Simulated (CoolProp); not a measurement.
Vapour-liquid equilibrium of dimethyl ether (1) + R236FA (2) at 2.6 kPa; x and y are mole fractions of (1).

Model: multi-fluid Helmholtz-energy mixture model, Wu 2011 and Pan 2012; pair parameters Bell 2016, in CoolProp.

```json
[
 {"x": "0.05", "bubble temperature (K)": "208.0", "y at the bubble point": "0.078", "dew temperature at overall composition x (K)": "208.2", "liquid density (mol/L)": "10.96"},
 {"x": "0.125", "bubble temperature (K)": "207.3", "y at the bubble point": "0.207", "dew temperature at overall composition x (K)": "207.8", "liquid density (mol/L)": "11.33"},
 {"x": "0.2", "bubble temperature (K)": "206.3", "y at the bubble point": "0.347", "dew temperature at overall composition x (K)": "207.4", "liquid density (mol/L)": "11.73"},
 {"x": "0.275", "bubble temperature (K)": "205.0", "y at the bubble point": "0.489", "dew temperature at overall composition x (K)": "206.9", "liquid density (mol/L)": "?"},
 {"x": "0.35", "bubble temperature (K)": "203.4", "y at the bubble point": "0.622", "dew temperature at overall composition x (K)": "206.3", "liquid density (mol/L)": "12.61"},
 {"x": "0.425", "bubble temperature (K)": "201.4", "y at the bubble point": "0.738", "dew temperature at overall composition x (K)": "205.6", "liquid density (mol/L)": "13.08"},
 {"x": "0.5", "bubble temperature (K)": "199.3", "y at the bubble point": "0.829", "dew temperature at overall composition x (K)": "204.9", "liquid density (mol/L)": "13.59"},
 {"x": "0.575", "bubble temperature (K)": "197.1", "y at the bubble point": "0.895", "dew temperature at overall composition x (K)": "?", "liquid density (mol/L)": "14.13"},
 {"x": "0.65", "bubble temperature (K)": "195.0", "y at the bubble point": "0.940", "dew temperature at overall composition x (K)": "203.0", "liquid density (mol/L)": "14.69"},
 {"x": "0.725", "bubble temperature (K)": "192.9", "y at the bubble point": "0.967", "dew temperature at overall composition x (K)": "201.7", "liquid density (mol/L)": "15.27"},
 {"x": "0.8", "bubble temperature (K)": "191.1", "y at the bubble point": "0.984", "dew temperature at overall composition x (K)": "200.1", "liquid density (mol/L)": "15.89"},
 {"x": "0.875", "bubble temperature (K)": "189.6", "y at the bubble point": "0.993", "dew temperature at overall composition x (K)": "197.9", "liquid density (mol/L)": "?"},
 {"x": "0.95", "bubble temperature (K)": "?", "y at the bubble point": "0.998", "dew temperature at overall composition x (K)": "194.3", "liquid density (mol/L)": "17.20"}
]
```

Question: What belongs in the gaps?

Answer: 
- 0.275, liquid density (mol/L): 12.16
- 0.575, dew temperature at overall composition x (K): 204.0
- 0.875, liquid density (mol/L): 16.53
- 0.95, bubble temperature (K): 188.4

No azeotrope shows between x = 0.05 and 0.95.

The pair parameters rest on a limited set of measurements; away from them the model extrapolates.
